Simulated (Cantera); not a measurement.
Cantera run:

```python
import numpy as np
import cantera as ct

gas_names = """
    CL CL2 H HCL H2 Si SiCL SiCL2 SiCL3 SiCL4 SiH SiHCL3 SiH2 SiH2CL2 SiH3 SiH3CL SiH4 Si2 Si3
""".split()
cond_names = """
    Si(cr) Si(L)
""".split()


# ... load() reads the species with a 1 bar reference pressure and builds the phases ...
atoms = {
    'SiCl4': {'Si': 1, 'CL': 4},
    'HCl': {'H': 1, 'CL': 1},
    'H2': {'H': 2},
}
top_T = {}  # K; cautious upper limits of use, not melting points


# ... equilibrate(T, P, feed) seeds the gas with the atoms and calls Mixture.equilibrate('TP', solver="vcs", rtol=1e-11, max_steps=5000) ...
results = []
feed = {'SiCl4': 1, 'HCl': 4.2, 'H2': 2}  # mol
P = 100000  # Pa
for T in [948, 998, 1048, 1098, 1148, 1198, 1248, 1298, 1348, 1398, 1448, 1498, 1548]:
    mix = equilibrate(T, P, feed)
    results.append((T, P, feed, dict(zip(mix.species_names, mix.species_moles))))
    x = sorted(zip(gas.X, gas.species_names), reverse=True)
    print(f"T = {T:g} K  P = {P:g} Pa  gas = {mix.phase_moles(0):.4g} mol")
    print("   x: " + "  ".join(f"{s} {v:.3e}" for v, s in x if v > 0.001))
    print("   condensed (mol): " + ("  ".join(f"{mix.phase(i).name} {mix.phase_moles(i):.4g}"
          for i in range(1, mix.n_phases) if mix.phase_moles(i) > 1e-12) or "none"))
```

Output:

```
T = 948 K  P = 100000 Pa  gas = 7.2 mol
   x: HCL 5.836e-01  H2 2.775e-01  SiCL4 1.386e-01
   condensed (mol): none
T = 998 K  P = 100000 Pa  gas = 7.2 mol
   x: HCL 5.838e-01  H2 2.773e-01  SiCL4 1.384e-01
   condensed (mol): none
T = 1048 K  P = 100000 Pa  gas = 7.2 mol
   x: HCL 5.840e-01  H2 2.771e-01  SiCL4 1.382e-01
   condensed (mol): none
T = 1098 K  P = 100000 Pa  gas = 7.2 mol
   x: HCL 5.844e-01  H2 2.768e-01  SiCL4 1.378e-01
   condensed (mol): none
T = 1148 K  P = 100000 Pa  gas = 7.201 mol
   x: HCL 5.848e-01  H2 2.763e-01  SiCL4 1.373e-01  SiHCL3 1.302e-03
   condensed (mol): none
T = 1198 K  P = 100000 Pa  gas = 7.202 mol
   x: HCL 5.854e-01  H2 2.757e-01  SiCL4 1.366e-01  SiHCL3 1.731e-03
   condensed (mol): none
T = 1248 K  P = 100000 Pa  gas = 7.204 mol
   x: HCL 5.863e-01  H2 2.749e-01  SiCL4 1.356e-01  SiHCL3 2.238e-03
   condensed (mol): none
T = 1298 K  P = 100000 Pa  gas = 7.207 mol
   x: HCL 5.876e-01  H2 2.736e-01  SiCL4 1.340e-01  SiHCL3 2.817e-03  SiCL3 1.768e-03
   condensed (mol): none
T = 1348 K  P = 100000 Pa  gas = 7.214 mol
   x: HCL 5.895e-01  H2 2.718e-01  SiCL4 1.317e-01  SiHCL3 3.446e-03  SiCL3 3.120e-03
   condensed (mol): none
T = 1398 K  P = 100000 Pa  gas = 7.225 mol
   x: HCL 5.924e-01  H2 2.692e-01  SiCL4 1.282e-01  SiCL3 5.206e-03  SiHCL3 4.089e-03
   condensed (mol): none
T = 1448 K  P = 100000 Pa  gas = 7.244 mol
   x: HCL 5.967e-01  H2 2.652e-01  SiCL4 1.231e-01  SiCL3 8.204e-03  SiHCL3 4.681e-03  SiCL2 2.009e-03
   condensed (mol): none
T = 1498 K  P = 100000 Pa  gas = 7.274 mol
   x: HCL 6.029e-01  H2 2.596e-01  SiCL4 1.161e-01  SiCL3 1.217e-02  SiHCL3 5.138e-03  SiCL2 4.077e-03
   condensed (mol): none
T = 1548 K  P = 100000 Pa  gas = 7.317 mol
   x: HCL 6.114e-01  H2 2.519e-01  SiCL4 1.068e-01  SiCL3 1.695e-02  SiCL2 7.530e-03  SiHCL3 5.372e-03
   condensed (mol): none
```

Cantera equilibrium calculation (NASA polynomials, part measured and part estimated; ideal gas, pure solids and liquids). The tables' values for SiCl3 are old estimates; treat these amounts as uncertain.
